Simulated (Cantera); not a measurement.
A freely propagating, adiabatic, planar premixed flame of H2 : O2 : N2 : H2O = 1 : 0.2 : 0.752 : 0.32 (molar parts), equivalence ratio 2.5, unburnt at 400 K and 0.950 bar; mixture-averaged transport, grid criteria slope 0.08 and curve 0.16, no radiation.

Computed with Cantera and the H2/O2 subset of GRI-Mech 3.0, which has no nitrogen chemistry. Burning velocities carry a grid error of a few per cent, more on coarse grids.

Task: How do the results move with these cheaper or finer settings: unity-Lewis-number transport; multicomponent transport; multicomponent+Soret transport; grid criteria slope 0.5, curve 1; grid criteria slope 0.25, curve 0.5; grid criteria slope 0.03, curve 0.06?

Result: 
| setting | laminar burning velocity | thermal thickness | peak x(OH) | peak x(HO2) | grid points |
|---|---|---|---|---|---|
| as above | 277 cm/s | 0.375 mm | 0.00121 | 0.000466 | 111 |
| unity-Lewis-number transport | 165 cm/s | 0.409 mm | 0.00125 | 0.000287 | 109 |
| multicomponent transport | 274 cm/s | 0.381 mm | 0.00120 | 0.000459 | 111 |
| multicomponent+Soret transport | 267 cm/s | 0.368 mm | 0.00125 | 0.000477 | 111 |
| grid criteria slope 0.5, curve 1 | 286 cm/s | 0.475 mm | 0.00125 | 0.000443 | 38 |
| grid criteria slope 0.25, curve 0.5 | 277 cm/s | 0.413 mm | 0.00123 | 0.000453 | 48 |
| grid criteria slope 0.03, curve 0.06 | 276 cm/s | 0.367 mm | 0.00119 | 0.000469 | 264 |
Unity Lewis numbers drop preferential diffusion, which matters most where H2 and H carry the flame; Soret adds thermal diffusion.
